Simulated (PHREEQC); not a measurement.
Solution (90 °C): 0.03 mol H2SO4 and 0.0073 mol H3BO3 per kg of water. Closed to the air; pH follows from the charge balance.

All values are PHREEQC results (ion-association model, phreeqc.dat), not measurements.

```tsv
quantity	before	after
pH	1.55	1.85
ionic strength (mol/kgw)	0.0364	0.0416
```

Question: What was changed between the two runs?
A. H3BO3 replaced by NH4BF4 at the same molality
B. diluted 100-fold with water
C. H3BO3 from 0.0073 to 0.00803 mol/kgw
D. 0.0097 mol/kgw Na2SiO3 added
E. H3BO3 from 0.0073 to 0.00657 mol/kgw

Answer: D, 0.0097 mol/kgw Na2SiO3 added

Precipitation was switched off in this run. Some of these states are supersaturated (in SiO2(a), Quartz (slow to form), for instance). Away from 25 °C the constants follow the database's enthalpies or fits; those with neither stay at their 25 °C values.
